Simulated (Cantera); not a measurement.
An isothermal, constant-pressure homogeneous reactor starts with N2O : H2O : N2 = 1 : 0.16 : 0.004 (molar parts), at 1173 K and 7.35 Torr.

Computed with Cantera and GRI-Mech 3.0 (53 species, 325 reactions). GRI-Mech 3.0 was tuned for natural gas; its chemistry of N2O as a main component is partial and can be far from experiment. Radical loss at walls, strong at low pressure, is not modelled. The mechanism lacks the step 2 NO + O2 → 2 NO2, which can matter for NO2 below about 1400 K. The temperature is held fixed by assumption; the heat of reaction is taken as removed at once.

x: mole fraction; the columns are a selection and need not sum to one.

```json
[
 {"t (s)": "9.00e-5", "x N2O": "0.859", "x H2O": "0.137", "x O2": "1.18e-8", "x N2": "0.00344", "x HO2": "2.35e-12", "x H2O2": "<1e-12"},
 {"t (s)": "0.000388", "x N2O": "0.859", "x H2O": "0.137", "x O2": "1.91e-7", "x N2": "0.00344", "x HO2": "1.70e-10", "x H2O2": "<1e-12"},
 {"t (s)": "0.00167", "x N2O": "0.859", "x H2O": "0.137", "x O2": "2.17e-6", "x N2": "0.00344", "x HO2": "…", "x H2O2": "<1e-12"},
 {"t (s)": "0.00722", "x N2O": "0.859", "x H2O": "0.137", "x O2": "1.34e-5", "x N2": "0.00347", "x HO2": "…", "x H2O2": "1.30e-10"},
 {"t (s)": "0.0311", "x N2O": "0.859", "x H2O": "0.137", "x O2": "6.41e-5", "x N2": "0.00358", "x HO2": "…", "x H2O2": "2.37e-8"},
 {"t (s)": "0.134", "x N2O": "0.858", "x H2O": "0.137", "x O2": "0.000307", "x N2": "0.00410", "x HO2": "…", "x H2O2": "1.75e-7"},
 {"t (s)": "0.579", "x N2O": "0.855", "x H2O": "0.137", "x O2": "0.00137", "x N2": "0.00636", "x HO2": "…", "x H2O2": "1.06e-7"},
 {"t (s)": "2.49", "x N2O": "0.841", "x H2O": "0.137", "x O2": "0.00587", "x N2": "0.0160", "x HO2": "…", "x H2O2": "5.34e-8"},
 {"t (s)": "10.8", "x N2O": "0.784", "x H2O": "0.134", "x O2": "0.0242", "x N2": "0.0544", "x HO2": "…", "x H2O2": "1.50e-8"},
 {"t (s)": "46.4", "x N2O": "0.591", "x H2O": "0.125", "x O2": "0.0868", "x N2": "0.184", "x HO2": "…", "x H2O2": "3.33e-9"},
 {"t (s)": "200", "x N2O": "0.214", "x H2O": "0.106", "x O2": "0.210", "x N2": "0.439", "x HO2": "…", "x H2O2": "1.40e-9"}
]
```

What belongs in the gaps?


- 0.00167, x HO2: 9.18e-9
- 0.00722, x HO2: 2.71e-7
- 0.0311, x HO2: 3.54e-6
- 0.134, x HO2: 6.48e-6
- 0.579, x HO2: 5.07e-6
- 2.49, x HO2: 3.55e-6
- 10.8, x HO2: 1.72e-6
- 46.4, x HO2: 5.14e-7
- 200, x HO2: 7.73e-8
